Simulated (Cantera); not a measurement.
Source: NASA polynomial tables (part measured, part estimated), evaluated in Cantera. Values are per mole of reaction as written; species without (g) are pure solids or liquids, kept so even where they would boil at 1 bar. TaC: taken at fixed stoichiometry.

3 CH₄(g) + TaC = 4 CH₃(g) + Ta, with ΔH° = 955.6 kJ and ΔS° = 216.2 J/K at 300 K.

Task: How far is the shortcut ΔG° ≈ ΔH°(300 K) − T·ΔS°(300 K) from the full temperature-dependent value at 1975, 2025, 2075, 2125, 2175, 2225, 2275, 2325, 2375, 2425, 2475 K?

Result: 
```csv
T (K),shortcut (kJ),full (kJ),difference (kJ),difference in log10 K
1975,528.5,503.5,25.0,-0.66
2025,517.7,492.4,25.3,-0.65
2075,506.9,481.4,25.5,-0.64
2125,496.1,470.4,25.7,-0.63
2175,485.3,459.4,25.8,-0.62
2225,474.4,448.5,25.9,-0.61
2275,463.6,437.7,25.9,-0.60
2325,452.8,426.9,25.9,-0.58
2375,442.0,416.1,25.9,-0.57
2425,431.2,405.4,25.8,-0.56
2475,420.4,394.7,25.6,-0.54
```
The shortcut ignores the heat-capacity change of the reaction.
